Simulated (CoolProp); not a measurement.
Properties of dimethyl carbonate along the isobar 0.626 MPa (Tc = 557.0 K, pc = 4.909 MPa, ω = 0.346).

The numbers come from the reference Helmholtz-energy equation of state, Zhou 2011 in CoolProp.

| T (K) | phase | density (kg/m³) | cp (kJ/(kg K)) | speed of sound (m/s) |
|---|---|---|---|---|
| 491 | gas | 14.85 | 1.705 | 205.4 |
| 506.6 | gas | 14.28 | 1.731 | 209.9 |
| 522.1 | gas | 13.77 | 1.757 | 214.3 |
| 537.7 | gas | 13.29 | 1.783 | 218.5 |
| 553.3 | gas | 12.85 | 1.809 | 222.5 |
| 568.9 | gas | 12.44 | 1.834 | 226.4 |
| 584.4 | gas | 12.07 | 1.858 | 230.2 |
| 600 | gas | 11.71 | 1.882 | 233.9 |
